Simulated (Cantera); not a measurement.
A closed system holds: 1 mol MgO, 0.019 mol HCl, held at 7.50 Torr.

These are equilibrium values from Cantera (NASA tables, ideal gas, pure condensed phases), not measurements of a reactor. Candidate condensed phases: H₂O, Mg, MgCl₂, MgO, Mg(OH)₂; 22 gas species. Kinetics and transport are ignored. All values below are at 1623 K.

Base state: HCl 0.805, MgCl₂ 0.0920, H₂O 0.0919, Cl 0.00724, H₂ 0.00366, OH 4.39e-5, H 4.18e-5, Cl₂ 3.32e-5 (mole fractions); condensed: MgO(s).

Problem. What changes in the equilibrium state with this change: MgO replaced by TiO₂?

Solution. 
```json
[
 {"species": "HCl", "before": "0.805", "after": "0.983"},
 {"species": "Cl", "before": "0.00724", "after": "0.00844"},
 {"species": "H₂", "before": "0.00366", "after": "0.00403"},
 {"species": "MgCl₂", "before": "0.0920", "after": "0"},
 {"species": "H₂O", "before": "0.0919", "after": "0.00284"},
 {"species": "TiCl₄", "before": "0", "after": "0.000975"},
 {"species": "TiCl₃", "before": "0", "after": "0.000430"},
 {"species": "TiOCl₂", "before": "0", "after": "2.67e-5"},
 {"species": "OH", "before": "4.39e-5", "after": "1.29e-6"},
 {"species": "MgO(s), mol", "before": "0.998", "after": "0"},
 {"species": "TiO₂(rutile), mol", "before": "0", "after": "1.000"}
]
```
Further candidate phases: Ti, TiCl₂, TiCl₃, TiCl₄, TiO, TiO₂, Ti₂O₃, Ti₃O₅, Ti₄O₇.
